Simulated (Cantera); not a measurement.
**Equilibrium for silicon epitaxy and polysilicon growth: SiHCl3 + Cl2 + N2**

Feed: 1 mol SiHCl3, 0.1 mol Cl2, 71 mol N2, at 13.3 mbar.

Equilibrium computed with Cantera from the NASA thermochemical tables; the gas is ideal and each condensed phase is pure. Candidate condensed phases: NH4Cl, Si, Si3N4; 28 gas species. N2 is the only nitrogen source here; it is nearly inert below about 1500 K, so the nitride shown seldom forms there in practice. The tables' values for SiCl3 are old estimates; treat these amounts as uncertain. Equilibrium is a limit: real reactors are often held back by kinetics, nucleation or transport.

```json
[
 {"T (°C)": "1177", "x N2": "0.974", "x HCl": "0.0125", "x SiCl2": "0.00970", "x SiCl3": "0.00199", "n Si3N4(s)": "0.0129"},
 {"T (°C)": "1202", "x N2": "0.973", "x HCl": "0.0125", "x SiCl2": "0.0108", "x SiCl3": "0.00183", "n Si3N4(s)": "0"},
 {"T (°C)": "1227", "x N2": "0.973", "x HCl": "0.0127", "x SiCl2": "0.0110", "x SiCl3": "0.00180", "n Si3N4(s)": "0"},
 {"T (°C)": "1252", "x N2": "0.973", "x HCl": "0.0129", "x SiCl2": "0.0111", "x SiCl3": "0.00176", "n Si3N4(s)": "0"},
 {"T (°C)": "1277", "x N2": "0.973", "x HCl": "0.0131", "x SiCl2": "0.0112", "x SiCl3": "0.00173", "n Si3N4(s)": "0"},
 {"T (°C)": "1302", "x N2": "0.973", "x HCl": "0.0132", "x SiCl2": "0.0113", "x SiCl3": "0.00170", "n Si3N4(s)": "0"},
 {"T (°C)": "1327", "x N2": "0.972", "x HCl": "0.0133", "x SiCl2": "0.0115", "x SiCl3": "0.00165", "n Si3N4(s)": "0"},
 {"T (°C)": "1352", "x N2": "0.972", "x HCl": "0.0133", "x SiCl2": "0.0116", "x SiCl3": "0.00160", "n Si3N4(s)": "0"},
 {"T (°C)": "1377", "x N2": "0.972", "x HCl": "0.0134", "x SiCl2": "0.0117", "x SiCl3": "0.00152", "n Si3N4(s)": "0"},
 {"T (°C)": "1402", "x N2": "0.972", "x HCl": "0.0134", "x SiCl2": "0.0119", "x SiCl3": "0.00143", "n Si3N4(s)": "0"},
 {"T (°C)": "1427", "x N2": "0.972", "x HCl": "0.0134", "x SiCl2": "0.0121", "x SiCl3": "0.00131", "n Si3N4(s)": "0"},
 {"T (°C)": "1452", "x N2": "0.971", "x HCl": "0.0134", "x SiCl2": "0.0123", "x SiCl3": "0.00117", "n Si3N4(s)": "0"}
]
```
x: gas mole fraction; n: condensed amount in mol.

At 1177 °C the condensed part is Si3N4(s). From 1202 °C to 1452 °C nothing is condensed. The main Si-bearing gas is SiCl2 throughout.
